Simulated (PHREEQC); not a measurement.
**Hard or scaling water (model solution)**

A solution holds 0.18 mol CaCl2, 0.093 mol Na2HPO4 and 2.1e-06 mol H4SiO4 per kg of water, at 25 °C. Closed to the air; pH follows from the charge balance.

Equilibrium calculation in PHREEQC: ion-association model, phreeqc.dat.

```yaml
pH: 7.44
ionic_strength: 0.544 mol/kgw
activity_of_water: 0.987
specific_conductance: 33400 µS/cm
density: 1.025 g/cm³
total_alkalinity: 93.0 meq/kg
```

```
species   molality  activity   log γ
--------  --------  --------  ------
Cl-          0.360     0.232  -0.191
Na+          0.184     0.132  -0.145
Ca+2         0.112    0.0288  -0.591
CaHPO4      0.0587    0.0665   0.054
HPO4-2      0.0202   0.00421  -0.681
CaPO4-     0.00627   0.00431  -0.163
H2PO4-     0.00361   0.00248  -0.163
CaH2PO4+   0.00266   0.00183  -0.163
NaHPO4-    0.00158   0.00109  -0.163
PO4-3      2.72e-6   5.19e-8  -1.720
H4SiO4     2.08e-6   2.36e-6   0.054
OH-        4.37e-7   2.73e-7  -0.204
CaOH+      1.76e-7   1.29e-7  -0.133
H+         4.80e-8   3.66e-8  -0.118
H3SiO4-    1.48e-8   9.53e-9  -0.191
H3PO4      1.18e-8   1.34e-8   0.054
```

No solid was allowed to form. The solution is supersaturated, for example in Hydroxyapatite, so a real one may precipitate; this is no full list.
